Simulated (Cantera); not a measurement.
## Gas-phase reforming

An isothermal, constant-pressure homogeneous reactor starts with 37.7 % CH₄, 62.3 % H₂O, at 2075 K and 3750 Torr.

Detailed kinetics in Cantera: GRI-Mech 3.0 (53 species, 325 reactions).

```
t (s)        x CH₄  x H₂O    x C₂H₂    x HCO     x CH₃
--------  --------  -----  --------  -------  --------
8.00e-5     0.0707  0.461    0.0979  3.04e-7   0.00261
0.000220    0.0358  0.416     0.100  1.83e-7   0.00132
0.000606    0.0230  0.354    0.0833  1.61e-7  0.000814
0.00167     0.0172  0.275    0.0535  1.92e-7  0.000563
0.00459     0.0107  0.198    0.0238  2.45e-7  0.000328
0.0126     0.00452  0.148   0.00516  2.88e-7  0.000132
0.0348    0.000536  0.132  0.000112  3.01e-7   1.55e-5
0.0959     5.54e-7  0.131  5.17e-10  3.02e-7   1.60e-8
0.264      2.89e-7  0.131  1.39e-10  3.02e-7   8.34e-9
0.727      2.89e-7  0.131  1.39e-10  3.02e-7   8.34e-9
2.00       2.89e-7  0.131  1.39e-10  3.02e-7   8.34e-9
```
x: mole fraction; the columns are a selection and need not sum to one.

Equilibrium at this temperature and pressure: CH₄ 3.32e-7, H₂O 0.131, C₂H₂ 1.61e-10, HCO 3.02e-7, CH₃ 9.60e-9 (gas phase only).
